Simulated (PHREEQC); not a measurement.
Make-up at 41 °C: 1.4 mol/kgw HCl, 0.17 mol/kgw MgSO4 and 0.24 mol/kgw KBr. Closed to the air; pH follows from the charge balance.

Computed with PHREEQC (ion-association model with the Davies equation for every ion, phreeqc.dat).

This is a speciation only: nothing precipitates in the calculation.

Q: Order these S species by the share of S that they hold, largest first: HSO4-, MgSO4, SO4-2, KSO4-.

A: HSO4- (84 %), MgSO4 (15 %), KSO4- (1.0 %), SO4-2 (0.48 %)

The pH is -0.10 and the ionic strength 1.93 mol/kgw. Caution: at this ionic strength the ion-association model is outside its range; a Pitzer model would be the better tool where its parameters exist. Away from 25 °C the constants follow the database's enthalpies or fits; those with neither stay at their 25 °C values.
